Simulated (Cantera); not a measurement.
A closed system holds: 1 mol SiCl₄, 0.97 mol Cl₂, 6.5 mol H₂, held at 900 K and 1 atm.

Cantera equilibrium calculation (NASA polynomials, part measured and part estimated; ideal gas, pure solids and liquids). Candidate condensed phases: Si; 19 gas species. The numbers say what is thermodynamically allowed, not how fast it happens.

Base state: H₂ 0.652, HCl 0.230, SiCl₄ 0.117, SiHCl₃ 0.000943 (mole fractions); condensed: gas only.

What changes in the equilibrium state with this change: temperature from 900 K to 1100 K?


| species | before | after |
|---|---|---|
| H₂ | 0.652 | 0.648 |
| HCl | 0.230 | 0.234 |
| SiCl₄ | 0.117 | 0.113 |
| SiCl₂ | 9.48e-9 | 1.25e-5 |
| SiCl₃ | 4.83e-6 | 0.000319 |
| SiH₂Cl₂ | 7.20e-7 | 2.26e-5 |
| SiHCl₃ | 0.000943 | 0.00462 |
The tables' values for SiCl₃ are old estimates; treat these amounts as uncertain.
